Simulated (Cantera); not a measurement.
# Silicon carbide growth: SiH4 + C2H4 + H2

Input: 1 mol SiH4, 1 mol C2H4, 90 mol H2, at 0.133 bar.

Equilibrium computed with Cantera from the NASA thermochemical tables; the gas is ideal and each condensed phase is pure. Candidate condensed phases: C, C6H6, C7H8, C8H18, Si, SiC; 87 gas species. Gases not in the tables: Si2H6 and higher silanes. The numbers say what is thermodynamically allowed, not how fast it happens.

```tsv
T (K)	x H2	x H	x C2H2 (acetylene)	x Si	n C(graphite)	n SiC(s)
2125	0.988	0.00989	0.00166	0.000110	0.696	0.984
2175	0.984	0.0133	0.00220	0.000215	0.604	0.970
2225	0.979	0.0176	0.00287	0.000407	0.496	0.943
2275	0.972	0.0229	0.00370	0.000748	0.371	0.894
2325	0.964	0.0296	0.00471	0.00134	0.234	0.806
2375	0.953	0.0377	0.00592	0.00234	0.0949	0.652
2425	0.939	0.0475	0.00721	0.00402	0	0.381
2475	0.923	0.0592	0.00829	0.00637	0	0
```
x: gas mole fraction; n: condensed amount in mol.

From 2125 K to 2375 K the condensed part is C(graphite) + SiC(s). At 2425 K the condensed part is SiC(s). At 2475 K nothing is condensed. The main Si-bearing gas is Si throughout. The share of Si in condensed phases is highest at 2125 K (98.4 %) and lowest at 2475 K (0.0 %).
